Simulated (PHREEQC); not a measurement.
Synthetic water in mg/L, 69 °C, pH 6.16, pe 9: Na 0.0215; K 0.0333; Ca 0.0409; Mg 0.00341; Cl 0.0423; S(6) as SO4 0.0189; Alkalinity as HCO3 0.155; B 1.54e-05; Zn 4.88e-05; Cu(2) 4.19e-05; Br 0.00464.

Valence states are taken as typed.

Equilibrium calculation in PHREEQC: ion-association model, phreeqc.dat.

No solid was allowed to form.

### Question
Order these Cu species by the share of Cu that they hold, largest first: CuCO3, Cu+2, CuHCO3+, CuOH+, Cu(OH)2.

### Answer
Cu+2 (94 %), Cu(OH)2 (4.1 %), CuOH+ (1.3 %), CuCO3 (0.16 %), CuHCO3+ (0.14 %)

The pH is 6.16 and the ionic strength 6.20e-6 mol/kgw. Species that the database lacks are ignored. At this temperature some constants are extrapolated from 25 °C, and those without enthalpy data are left unchanged.
